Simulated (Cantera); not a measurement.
## Premixed flame

A freely propagating, adiabatic, planar premixed flame of 29.6 % H2, 12.3 % O2, 58.0 % N2, equivalence ratio 1.2, unburnt at 650 K and 41000 Pa; mixture-averaged transport, grid criteria slope 0.08 and curve 0.16, no radiation.

Cantera simulation using the H2/O2 subset of GRI-Mech 3.0, which has no nitrogen chemistry; the numbers are that mechanism's predictions, not measurements. Burning velocities carry a grid error of a few per cent, more on coarse grids.

```tsv
z (mm)	T (K)	u (m/s)	x H2	x O2	x H2O	x OH	x HO2	x H2O2
-4.99	650	7.39	0.296	0.123	<1e-8	<1e-8	<1e-8	<1e-8
-3.33	650	7.39	0.296	0.123	<1e-8	<1e-8	<1e-8	<1e-8
-2.50	650	7.39	0.296	0.123	<1e-8	<1e-8	<1e-8	<1e-8
-1.66	650	7.39	0.296	0.123	3.08e-8	<1e-8	4.59e-7	<1e-8
-0.832	658	7.47	0.294	0.123	0.000487	2.95e-5	9.40e-5	8.21e-7
-0.416	786	8.82	0.272	0.119	0.0121	0.000407	7.21e-5	2.09e-6
0	1176	12.8	0.156	0.0773	0.100	0.00310	3.07e-5	1.55e-6
0.416	1456	15.6	0.0687	0.0253	0.194	0.00760	9.36e-6	1.39e-6
0.832	1579	16.8	0.0605	0.0170	0.210	0.00963	5.63e-6	9.81e-7
1.66	1715	18.1	0.0623	0.0141	0.218	0.0114	4.03e-6	5.68e-7
3.33	1862	19.5	0.0636	0.0113	0.227	0.0127	2.82e-6	3.00e-7
6.66	2007	20.7	0.0633	0.00846	0.237	0.0131	1.90e-6	1.64e-7
13.3	2139	21.9	0.0617	0.00575	0.248	0.0122	1.23e-6	9.69e-8
```
x: mole fraction of selected species; z is measured from the peak of heat release.

- laminar burning velocity = 739 cm/s
- thermal thickness = 1.66 mm
- peak x(OH) = 0.0131
- peak x(HO2) = 0.000101
- peak x(H2O2) = 2.18e-6
- grid points = 137
